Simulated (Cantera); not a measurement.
What does this Cantera script print?

```python
import numpy as np
import cantera as ct

gas = ct.Solution("gri30.yaml")


def delay(T, t_max=10):
    gas.TPX = T, 82000, {'CH4': 1, 'O2': 1.54, 'N2': 5.78}
    reactor = ct.IdealGasConstPressureReactor(gas, clone=False)
    net = ct.ReactorNet([reactor])
    net.rtol, net.atol = 1e-8, 1e-16
    while net.time < t_max:
        t_old, T_old = net.time, reactor.T
        net.step()
        if reactor.T > T + 400:  # ignition: a rise of 400 K
            return t_old + (T + 400 - T_old) / (reactor.T - T_old) * (net.time - t_old)
    return np.nan


taus = []
for T in [1150, 1250, 1350, 1450, 1550, 1650, 1750, 1850]:
    taus.append(delay(T))
    print(f"T0 = {T:6g} K   tau = {taus[-1]:.4e} s")
```

It prints:

```
T0 =   1150 K   tau = 1.3151e-01 s
T0 =   1250 K   tau = 3.0893e-02 s
T0 =   1350 K   tau = 8.3412e-03 s
T0 =   1450 K   tau = 2.5762e-03 s
T0 =   1550 K   tau = 9.2522e-04 s
T0 =   1650 K   tau = 3.8891e-04 s
T0 =   1750 K   tau = 1.8750e-04 s
T0 =   1850 K   tau = 1.0062e-04 s
```

Model: GRI-Mech 3.0 (53 species, 325 reactions), integrated in Cantera.
